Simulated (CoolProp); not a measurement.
Vapour pressure (bar) of hexamethyldisiloxane (MM): the reference equation beside estimates from Tc = 518.7 K, pc = 19.31 bar, ω = 0.418. Clausius-Clapeyron is anchored at 345.6 K with a constant enthalpy of vaporisation of 33.59 kJ/mol.

Values from CoolProp's reference Helmholtz-energy equation of state, Thol 2016.

| T (K) | reference | Lee-Kesler | Clausius-Clapeyron | van der Waals | Redlich-Kwong | Soave-Redlich-Kwong | Peng-Robinson |
|---|---|---|---|---|---|---|---|
| 326.5 | 0.2014 | 0.1990 | 0.2088 | 2.200 | … | 0.1997 | 0.2045 |
| 336 | 0.2918 | 0.2892 | 0.2963 | 2.575 | … | 0.2897 | 0.2947 |
| 345.6 | 0.4137 | 0.4114 | 0.4137 | 2.995 | 1.097 | 0.4116 | 0.4162 |
| 355.1 | 0.5713 | 0.5699 | 0.5656 | 3.452 | 1.395 | 0.5697 | 0.5731 |
| 364.7 | 0.7752 | 0.7757 | 0.7631 | 3.959 | 1.753 | 0.7751 | 0.7763 |
| 374.2 | 1.029 | 1.033 | 1.011 | 4.507 | 2.167 | 1.032 | 1.030 |
| 383.7 | 1.344 | 1.351 | 1.321 | 5.101 | 2.646 | 1.351 | 1.344 |
| 393.3 | 1.732 | 1.745 | 1.708 | 5.750 | 3.202 | 1.747 | 1.734 |
| 402.8 | 2.196 | 2.215 | 2.176 | 6.442 | 3.829 | 2.222 | 2.201 |
| 412.4 | 2.756 | 2.782 | 2.748 | … | 4.544 | 2.796 | 2.765 |
| 421.9 | 3.411 | … | 3.426 | 7.990 | 5.338 | 3.470 | 3.428 |
| 431.5 | 4.186 | 4.230 | 4.239 | 8.848 | 6.231 | 4.270 | 4.215 |
| 441 | 5.078 | 5.132 | 5.186 | 9.753 | 7.211 | 5.191 | 5.123 |
| 450.5 | 6.107 | 6.172 | 6.291 | 10.71 | 8.289 | 6.254 | 6.174 |
| 460.1 | 7.302 | 7.377 | 7.586 | 11.74 | 9.484 | 7.486 | 7.394 |

What belongs in the gaps?


- 326.5, Redlich-Kwong: 0.6429
- 336, Redlich-Kwong: 0.8465
- 412.4, van der Waals: 7.194
- 421.9, Lee-Kesler: 3.446

Absolute difference from the reference over all 15 rows, mean and median: Lee-Kesler 0.8 and 0.9 %, Clausius-Clapeyron 1.6 and 1.5 %, van der Waals 332.8 and 232.0 %, Redlich-Kwong 99.3 and 84.9 %, Soave-Redlich-Kwong 1.2 and 0.9 %, Peng-Robinson 0.6 and 0.5 %.
